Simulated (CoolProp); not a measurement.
Octamethylcyclotetrasiloxane (D4) at several states: density (kg/m³) from the reference equation and from simpler models built on Tc = 313.4 °C, pc = 1347 kPa, ω = 0.598; each cubic takes its own stable root.

Computed with CoolProp (reference Helmholtz-energy equation of state, Thol 2015).

```tsv
T (°C)	p (kPa)	phase	reference	Redlich-Kwong	Soave-Redlich-Kwong
55.35	1340	liquid	918.2	(withheld)	820.5
69.65	7840	liquid	(withheld)	(withheld)	825.2
244.25	68.9	gas	(withheld)	(withheld)	(withheld)
89.15	3220	liquid	883.4	(withheld)	(withheld)
```

**Question.** Some entries are withheld; supply them.

**Answer.** 
- 55.35, Redlich-Kwong: 773.3
- 69.65, reference: 913.7
- 69.65, Redlich-Kwong: 789.7
- 244.25, reference: 4.895
- 244.25, Redlich-Kwong: 4.874
- 244.25, Soave-Redlich-Kwong: 4.890
- 89.15, Redlich-Kwong: 753.9
- 89.15, Soave-Redlich-Kwong: 800.2
